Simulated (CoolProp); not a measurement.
Saturation properties of R1132(E) (Tc = 75.7 °C, pc = 5174 kPa, ω = 0.245).

Model: reference Helmholtz-energy equation of state, Akasaka 2024, in CoolProp.

| T (°C) | p (kPa) | vapour density (kg/m³) | liquid cp (kJ/(kg K)) |
|---|---|---|---|
| -10.75 | 575.7 | 19.04 | 1.706 |
| -6.75 | 657.9 | 21.70 | 1.719 |
| -2.75 | 748.7 | 24.65 | 1.735 |
| 1.25 | 848.5 | 27.92 | 1.752 |
| 5.25 | 957.8 | 31.54 | 1.772 |
| 9.25 | 1077 | 35.54 | 1.795 |
| 13.25 | 1207 | 39.97 | 1.820 |
| 17.25 | 1349 | 44.88 | 1.850 |
| 21.25 | 1502 | 50.31 | 1.884 |
| 25.25 | 1668 | 56.34 | 1.922 |
